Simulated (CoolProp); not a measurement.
Vapour-liquid equilibrium of o-xylene (1) + n-nonane (2) at 149.45 °C; x and y are mole fractions of (1).

The numbers come from the multi-fluid Helmholtz-energy mixture model, Zhou 2012 and Lemmon 2006; pair parameters Bell 2016 in CoolProp.

```
x      bubble pressure, mixture model (MPa)  bubble pressure, Raoult's law (MPa)  y, mixture model  y, Raoult's law
-----  ------------------------------------  -----------------------------------  ----------------  ---------------
0.05                                      …                              0.09874             0.066            0.059
0.125                                     …                               0.1001             0.159            0.144
0.2                                       …                               0.1014             0.246            0.228
0.275                                0.1068                               0.1028             0.327            0.310
0.35                                 0.1088                               0.1041             0.403            0.389
0.425                                0.1105                               0.1054             0.475            0.466
0.5                                  0.1121                               0.1068             0.543            0.542
0.575                                0.1134                               0.1081             0.610            0.615
0.65                                 0.1144                               0.1094             0.676            0.687
0.725                                0.1152                               0.1108             0.741            0.757
0.8                                  0.1158                               0.1121             0.808            0.825
0.875                                0.1160                               0.1135             0.876            0.892
0.95                                 0.1159                               0.1148             0.949            0.957
```

Task: Complete the blanks.

Result: 
- 0.05, bubble pressure, mixture model (MPa): 0.09964
- 0.125, bubble pressure, mixture model (MPa): 0.1022
- 0.2, bubble pressure, mixture model (MPa): 0.1046

The largest gap from Raoult's law is +5.0 % in bubble pressure, at x = 0.5. y crosses x between x = 0.875 and 0.95: the model has an azeotrope there.

The pair parameters rest on a limited set of measurements; away from them the model extrapolates.
